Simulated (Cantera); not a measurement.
A perfectly stirred reactor is fed with CH₄ : CO₂ : H₂ = 1 : 1.4 : 0.21 (molar parts), at 0.130 bar; it is held at 1948 K, and followed from long to short residence time.

Computed with Cantera and GRI-Mech 3.0 (53 species, 325 reactions).

**Question.** What does this change do: CO2 1.4 to 3.7 parts?

**Answer.** 
| quantity | before | after |
|---|---|---|
| x(CH₄) at τ = 0.790 s | 0.00514 | 0.00187 |
| x(CO₂) at τ = 0.790 s | 0.0279 | 0.196 |
| x(H₂) at τ = 0.790 s | 0.379 | 0.116 |
| x(CH₂CO) at τ = 0.790 s | 9.94e-6 | 3.53e-6 |
| x(HO₂) at τ = 0.790 s | 4.83e-12 | 6.70e-11 |
| x(CH₄) at τ = 7.90 ms | 0.0686 | 0.0453 |
| x(CO₂) at τ = 7.90 ms | 0.217 | 0.469 |
| x(H₂) at τ = 7.90 ms | 0.239 | 0.0916 |
| x(CH₂CO) at τ = 7.90 ms | 0.000126 | 9.83e-5 |
| x(HO₂) at τ = 7.90 ms | 3.00e-11 | 9.09e-11 |

**Question.** What does this change do: H2 0.21 to 0.83 parts?

**Answer.** 
```
quantity                   before     after
-----------------------  --------  --------
x(CH₄) at τ = 0.790 s     0.00514   0.00524
x(CO₂) at τ = 0.790 s      0.0279    0.0204
x(H₂) at τ = 0.790 s        0.379     0.446
x(CH₂CO) at τ = 0.790 s   9.94e-6   8.29e-6
x(HO₂) at τ = 0.790 s    4.83e-12  3.69e-12
x(CH₄) at τ = 7.90 ms      0.0686    0.0644
x(CO₂) at τ = 7.90 ms       0.217     0.163
x(H₂) at τ = 7.90 ms        0.239     0.323
x(CH₂CO) at τ = 7.90 ms  0.000126   9.09e-5
x(HO₂) at τ = 7.90 ms    3.00e-11  2.20e-11
```
